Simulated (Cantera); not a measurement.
Cantera with NASA thermochemical tables; ideal gases at 1 bar, condensed phases pure. Values are per mole of reaction as written; species without (g) are pure solids or liquids, kept so even where they would boil at 1 bar.

2 Fe(CO)5(g) + 5 O2(g) = 2 Fe + 10 CO2(g)

```tsv
T (K)	ΔH° (kJ)	ΔS° (J/K)	ΔG° (kJ)	log10 K	condensed phases
300	?	?	?	?	Fe(α)
1525	-2508.5	233.8	-2865.1	98.13	Fe(γ)
1600	-2509.6	233.1	-2882.6	94.10	Fe(γ)
1675	-2508.8	233.6	-2900.1	90.44	Fe(δ)
1750	-2509.1	233.4	-2917.6	87.08	Fe(δ)
1825	-2481.6	248.6	-2935.3	84.01	Fe(l)
1900	?	?	?	?	Fe(l)
1975	-2480.7	249.1	-2972.6	78.62	Fe(l)
2050	-2480.2	249.3	-2991.3	76.22	Fe(l)
2125	-2479.8	249.5	-3010.0	73.99	Fe(l)
2200	?	?	?	?	Fe(l)
```

Q: Complete the blanks.

A: 
- 300, ΔH° (kJ): -2479.5
- 300, ΔS° (J/K): 287.7
- 300, ΔG° (kJ): -2565.8
- 300, log10 K: 446.74
- 1900, ΔH° (kJ): -2481.2
- 1900, ΔS° (J/K): 248.9
- 1900, ΔG° (kJ): -2954.0
- 1900, log10 K: 81.21
- 2200, ΔH° (kJ): -2479.3
- 2200, ΔS° (J/K): 249.8
- 2200, ΔG° (kJ): -3028.8
- 2200, log10 K: 71.91
